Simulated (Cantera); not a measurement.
Cantera run:

```python
import numpy as np
import cantera as ct

gas_names = """
    H HNO HNO2 HNO3 HO2 H2 H2O H2O2 N NH NH2 NH3 NH2OH NO NO2 NO3 N2 N2H2 N2H4 N2O O OH O2 O3 Si SiH
    SiH2 SiH3 SiH4 SiN SiO SiO2 Si2 Si2N Si3
""".split()
cond_names = """
    H2O(s) H2O(L) Si(cr) Si(L) SiO2(Lqz) SiO2(hqz) SiO2(L) Si2N2O(s) Si3N4(a)
""".split()


# ... load() reads the species with a 1 bar reference pressure and builds the phases ...
atoms = {
    'Si': {'Si': 1},
    'O2': {'O': 2},
    'H2': {'H': 2},
    'N2': {'N': 2},
}
top_T = {'Si2N2O(s)': 2100, 'Si3N4(a)': 2400}  # K; cautious upper limits of use, not melting points


# ... equilibrate(T, P, feed) seeds the gas with the atoms and calls Mixture.equilibrate('TP', solver="vcs", rtol=1e-11, max_steps=5000) ...
results = []
feed = {'Si': 1, 'O2': 0.073, 'H2': 42, 'N2': 0.02}  # mol
P = 10000  # Pa
for T in [1423, 1523, 1623, 1723, 1823, 1923, 2023, 2123, 2223]:
    mix = equilibrate(T, P, feed)
    results.append((T, P, feed, dict(zip(mix.species_names, mix.species_moles))))

top = {s: max(r[3][s] / sum(r[3][g] for g in gas_names) for r in results) for s in gas_names}
cols = sorted((s for s in top if top[s] > 0.001), key=lambda s: -top[s])[:7]
seen = [c for c in cond_names if any(r[3].get(c, 0) > 1e-12 for r in results)]
print("log10 of partial pressures in bar; condensed amounts in mol")
print(f"{'T/K':>10s}" + "".join(f"{s[:9]:>10s}" for s in cols + seen))
for T, P, feed, n in results:
    ng = sum(n[g] for g in gas_names)
    print(f"{T:10.4g}" + "".join(f"{np.log10(max(n[s] / ng * P / 1e5, 1e-99)):10.3f}" for s in cols)
          + "".join(f"{n.get(c, 0):10.4g}" for c in seen))
```

It prints:

```
log10 of partial pressures in bar; condensed amounts in mol
       T/K        H2         H        Si       SiO    Si(cr)     Si(L) SiO2(hqz) Si2N2O(s)
      1423    -1.001    -5.678    -8.816    -3.928    0.8722         0   0.03819      0.02
      1523    -1.001    -5.137    -7.744    -3.524    0.8341         0         0   0.01984
      1623    -1.002    -4.661    -6.806    -3.498    0.8416         0         0     0.012
      1723    -1.002    -4.240    -6.007    -3.461         0    0.8527         0         0
      1823    -1.002    -3.864    -5.355    -3.461         0      0.85         0         0
      1923    -1.003    -3.527    -4.770    -3.461         0    0.8419         0         0
      2023    -1.005    -3.224    -4.245    -3.462         0    0.8192         0         0
      2123    -1.008    -2.949    -3.770    -3.464         0    0.7586         0         0
      2223    -1.013    -2.700    -3.337    -3.467         0    0.6082         0         0
```

These are equilibrium values from Cantera (NASA tables, ideal gas, pure condensed phases), not measurements of a reactor. N2 is the only nitrogen source here; it is nearly inert below about 1500 K, so the nitride shown seldom forms there in practice. Mutual solubility and eutectic melting of coexisting phases are not modelled. The tables hold silica as quartz up to 1696 K and as liquid above; real silica turns to tridymite and cristobalite and melts near 1996 K. Gases not in the tables: Si2H6 and higher silanes.
